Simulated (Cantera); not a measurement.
# Silicon epitaxy and polysilicon growth: SiCl4 + H2

A closed system holds: 1 mol SiCl4, a varied amount of H2, equilibrated at 1750 K and 41.3 Torr.

Cantera equilibrium calculation (NASA polynomials, part measured and part estimated; ideal gas, pure solids and liquids). Candidate condensed phases: Si; 19 gas species. The tables' values for SiCl3, SiCl are old estimates; treat these amounts as uncertain. Gases not in the tables: Si2H6 and higher silanes. Rates play no part.

```
n(H2) (mol)   x H2    x HCl   x SiCl2       x H   x SiCl3     x Cl   x SiCl  n Si(l)
-----------  -----  -------  --------  --------  --------  -------  -------  -------
46           0.928   0.0584    0.0122  0.000955  0.000110  4.64e-5  4.56e-5    0.403
65           0.947   0.0451   0.00715  0.000965   4.92e-5  3.55e-5  3.49e-5    0.511
90           0.960   0.0349   0.00422  0.000972   2.23e-5  2.72e-5  2.68e-5    0.602
130          0.971   0.0257   0.00226  0.000977   8.75e-6  1.99e-5  1.96e-5    0.690
180          0.978   0.0194   0.00127  0.000981   3.71e-6  1.50e-5  1.47e-5    0.754
250          0.984   0.0144  0.000703  0.000984   1.52e-6  1.11e-5  1.09e-5    0.805
340          0.988   0.0109  0.000398  0.000986   6.46e-7  8.37e-6  8.23e-6    0.841
480          0.991  0.00787  0.000207  0.000987   2.43e-7  6.04e-6  5.94e-6    0.869
```
x: gas mole fraction; n: condensed amount in mol.

From 46 mol H2 to 480 mol H2 the condensed part is Si(l). The main Si-bearing gas is SiCl2 throughout. The share of Si in condensed phases is highest at 480 mol H2 (86.9 %) and lowest at 46 mol H2 (40.3 %).
